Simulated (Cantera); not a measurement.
Cantera run:

```python
import numpy as np
import cantera as ct

gas_names = """
    F F2 H HF H2 H2F2 H3F3 H4F4 H5F5 H6F6 H7F7 N NF NF2 NF3 NH NH2 NH3 N2 N2H2 N2H4 Si SiF SiF2 SiF3
    SiF4 SiH SiHF3 SiH2 SiH2F2 SiH3 SiH3F SiH4 SiN Si2 Si2N Si3
""".split()
cond_names = """
    Si(cr) Si(L) Si3N4(a)
""".split()


# ... load() reads the species with a 1 bar reference pressure and builds the phases ...
atoms = {
    'SiF4': {'Si': 1, 'F': 4},
    'NH3': {'N': 1, 'H': 3},
    'H2': {'H': 2},
}
top_T = {'Si3N4(a)': 2400}  # K; cautious upper limits of use, not melting points


# ... equilibrate(T, P, feed) seeds the gas with the atoms and calls Mixture.equilibrate('TP', solver="vcs", rtol=1e-11, max_steps=5000) ...
results = []
feed = {'SiF4': 1, 'NH3': 0.37, 'H2': 88}  # mol
T = 848  # K
P = 133.322  # Pa
mix = equilibrate(T, P, feed)
results.append((T, P, feed, dict(zip(mix.species_names, mix.species_moles))))
print(gas.report(threshold=0.0001))
for i in range(1, mix.n_phases):
    print(f"{mix.phase(i).name:16s} {mix.phase_moles(i):12.5e} mol")
```

It prints:

```
       temperature   848 K
          pressure   133.32 Pa
           density   6.063e-05 kg/m^3
  mean mol. weight   3.2064 kg/kmol
   phase of matter   gas

                          1 kg             1 kmol
                     ---------------   ---------------
          enthalpy       -4.6331e+05       -1.4856e+06  J
   internal energy       -2.6622e+06       -8.5362e+06  J
           entropy             68451        2.1948e+05  J/K
    Gibbs function        -5.851e+07       -1.8761e+08  J
 heat capacity c_p            9535.9             30576  J/K
 heat capacity c_v            6942.8             22262  J/K

                      mass frac. Y      mole frac. X     chem. pot. / RT
                     ---------------   ---------------   ---------------
                H2           0.62041           0.98675           -23.745
                N2          0.017949         0.0020544           -37.263
              SiF4           0.36071          0.011113           -278.24
     [  +34 minor]        0.00093221        8.2788e-05

Si(cr)            0.00000e+00 mol
Si3N4(a)          3.16257e-04 mol
```

These are equilibrium values from Cantera (NASA tables, ideal gas, pure condensed phases), not measurements of a reactor.
